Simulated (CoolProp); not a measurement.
The fluid at 293.15 K and 1.17 MPa is throttled through a valve to 0.679 MPa with no heat exchange. The same conditions are run with several fluids, on thermodynamics alone (safety and materials aside).

Values from CoolProp's reference Helmholtz-energy equation of state of each fluid (sulfur hexafluoride: Guder 2009; normal hydrogen: Leachman 2009; hydrogen chloride: Thol 2018; R13: Platzer 1990; CF4 (R14): Platzer 1990). The equations of Platzer and Polt are older, rougher fits.

Problem. Rank sulfur hexafluoride, normal hydrogen, hydrogen chloride, R13, CF4 (R14) by temperature change (K), highest first.

Solution. normal hydrogen (+0.1), CF4 (R14) (-2.8), sulfur hexafluoride (-5.8), R13 (-6.4), hydrogen chloride (-8.1)

```csv
fluid,final density (kg/m³)
sulfur hexafluoride,45.7
normal hydrogen,0.559
hydrogen chloride,11.0
R13,32.1
CF4 (R14),25.5
```
